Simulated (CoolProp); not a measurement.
Vapour-liquid equilibrium of benzene (1) + n-dodecane (2) at 482.7 K; x and y are mole fractions of (1).

The numbers come from the multi-fluid Helmholtz-energy mixture model, Thol 2012 and Lemmon 2004; pair parameters Bell 2016 in CoolProp.

```tsv
x	bubble pressure (MPa)	y at the bubble point	dew pressure at overall composition x (MPa)	liquid density (mol/L)
0.05	0.1354	0.377	0.09049	3.638
0.15	0.2510	0.685	0.1008	3.884
0.25	0.3836	0.809	0.1136	4.158
0.35	0.5274	0.873	0.1301	4.468
0.45	0.6786	0.911	0.1520	4.819
0.55	0.8361	0.937	0.1828	5.224
0.65	1.001	0.956	0.2290	5.695
0.75	1.176	0.971	0.3068	6.251
0.85	1.363	0.983	0.4656	6.919
0.95	1.566	0.995	0.9471	7.736
```

No azeotrope shows between x = 0.05 and 0.95.

Pair parameters are fitted to limited data, so mixtures are less certain than the pure fluids.
